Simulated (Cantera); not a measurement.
## Thermal oxidation and active oxidation of silicon: Si + CO2 + N2

Feed: 1 mol Si, 0.45 mol CO2, 19 mol N2, at 1527 °C and 1.00 bar.

Equilibrium computed with Cantera from the NASA thermochemical tables; the gas is ideal and each condensed phase is pure. Candidate condensed phases: C, Si, SiC, SiO2, Si2N2O, Si3N4; 34 gas species. Mutual solubility and eutectic melting of coexisting phases are not modelled. Kinetics and transport are ignored.

```
Item                                   Value
--------------------------------  ----------
x(N2)                                  0.978
x(CO)                                 0.0220
x(SiO)                              0.000122
n(SiC(s))                         0.0341 mol
n(Si2N2O(s))                       0.482 mol
gas amount                         18.94 mol
log10 activity of Si(l) (absent)       -1.62
```
